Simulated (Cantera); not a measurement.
A Cantera script and what it prints.

```python
import numpy as np
import cantera as ct

gas_names = """
    O2 S2
""".split()
cond_names = """
    Na(L) Na2O(a) Na2S(2) Na2SO4(L)
""".split()


def load(file, names, dense=False):
    # The tables refer to 1 bar. Condensed volumes are neglected.
    table = {s.name: s for s in ct.Species.list_from_file(file)}
    out = []
    for n in names:
        d = dict(table[n].input_data)
        d["thermo"] = dict(d["thermo"], **{"reference-pressure": 1e5})
        if dense:
            d["equation-of-state"] = {"model": "constant-volume", "density": "1e6 g/cm^3"}
        out.append(ct.Species.from_dict(d))
    return out


species = {s.name: s for s in load("nasa_gas.yaml", gas_names) + load("nasa_condensed.yaml", cond_names)}
T = 1350
g = {n: (s.thermo.h(T) - T * s.thermo.s(T)) / (ct.gas_constant * T * np.log(10)) for n, s in species.items()}
valid = cond_names  # the entries whose range holds T


def stable(la, lb):
    # potentials (over RT ln 10) of the two non-metals from log10 p(O2) and log10 p(S2) in bar
    mu = {}
    mu["O"] = (g["O2"] + la) / 2
    mu["S"] = (g["S2"] + lb) / 2
    cost = {}
    for n in valid:
        c = species[n].composition
        cost[n] = (g[n] - sum(c.get(e, 0) * m for e, m in mu.items())) / c["Na"]
    return min(cost, key=cost.get)


results = []
for lb in [1, 0.1, -0.7, -1.6, -2.4, -3.3, -4.1, -5, -5.9, -6.7, -7.6, -8.4, -9.3, -10.1, -11]:
    row = [stable(la, lb) for la in [-19, -17.8, -16.5, -15.2, -14, -12.8, -11.5, -10.2, -9, -7.8, -6.5, -5.2, -4, -2.8, -1.5, -0.2, 1]]
    results.append(row)
    print(f"{lb:6.1f}  " + " ".join(f"{valid.index(n):x}" for n in row))
print("key: " + ", ".join(f"{i:x} {n}" for i, n in enumerate(valid)))
```

Output:

```
   1.0  2 2 2 2 2 2 2 3 3 3 3 3 3 3 3 3 3
   0.1  2 2 2 2 2 2 2 3 3 3 3 3 3 3 3 3 3
  -0.7  2 2 2 2 2 2 2 3 3 3 3 3 3 3 3 3 3
  -1.6  2 2 2 2 2 2 2 3 3 3 3 3 3 3 3 3 3
  -2.4  2 2 2 2 2 2 2 3 3 3 3 3 3 3 3 3 3
  -3.3  2 2 2 2 2 2 2 3 3 3 3 3 3 3 3 3 3
  -4.1  2 2 2 2 2 2 2 3 3 3 3 3 3 3 3 3 3
  -5.0  2 2 2 2 2 2 2 3 3 3 3 3 3 3 3 3 3
  -5.9  2 2 2 2 2 2 2 3 3 3 3 3 3 3 3 3 3
  -6.7  2 2 2 2 2 2 2 3 3 3 3 3 3 3 3 3 3
  -7.6  2 2 2 2 2 2 2 3 3 3 3 3 3 3 3 3 3
  -8.4  2 2 2 2 2 2 2 3 3 3 3 3 3 3 3 3 3
  -9.3  2 2 2 2 2 2 2 3 3 3 3 3 3 3 3 3 3
 -10.1  2 2 2 2 2 2 2 3 3 3 3 3 3 3 3 3 3
 -11.0  2 2 2 2 2 2 2 3 3 3 3 3 3 3 3 3 3
key: 0 Na(L), 1 Na2O(a), 2 Na2S(2), 3 Na2SO4(L)
```

Source: NASA polynomial tables (part measured, part estimated), evaluated in Cantera. Not in the tables: pyrosulfates. Part of the grid cannot be reached: there another gas would pass 10 bar, or a non-metal would condense.
